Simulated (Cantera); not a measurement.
Mixture: 11.3 % CO, 5.44 % H2, 17.5 % O2, 65.8 % N2, at 11.0 bar, adiabatic and at constant volume. Ignition delay is the time to a rise of 400 K.

Cantera simulation using GRI-Mech 3.0 (53 species, 325 reactions); the numbers are that mechanism's predictions, not measurements. The hydrogen kinetics of GRI-Mech 3.0 are dated; newer H2 mechanisms differ, most at raised pressure. Where the delays flatten at high temperature, the 400 K rule measures the pace of heat release, not the induction time.

Problem. Predict: delay at 1300 K; delay at 1350 K; delay at 1400 K; delay at 1450 K; delay at 1500 K; delay at 1550 K; apparent activation energy between 1450 and 1550 K.

Solution. 
```json
{
  "delay at 1300 K": "8.42 µs",
  "delay at 1350 K": "5.50 µs",
  "delay at 1400 K": "4.05 µs",
  "delay at 1450 K": "3.21 µs",
  "delay at 1500 K": "2.67 µs",
  "delay at 1550 K": "2.31 µs",
  "apparent activation energy between 1450 and 1550 K": "62 kJ/mol"
}
```
